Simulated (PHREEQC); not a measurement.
**Acid rinse or clean: speciation**

Consider water at 53 °C with 0.00022 mol/kgw HNO3, 3.8e-05 mol/kgw ZnSO4 and 0.00023 mol/kgw MgCl2. Closed to the air; pH follows from the charge balance.

Equilibrium calculation in PHREEQC: ion-association model, phreeqc.dat.

No solid was allowed to form.

Question: Predict the pH.

Answer: pH 3.68.

Question: In which forms is Mg present?

Answer: Mg+2 99 %, MgSO4 1.1 % of the Mg.

Constants without temperature data keep their 25 °C values here.
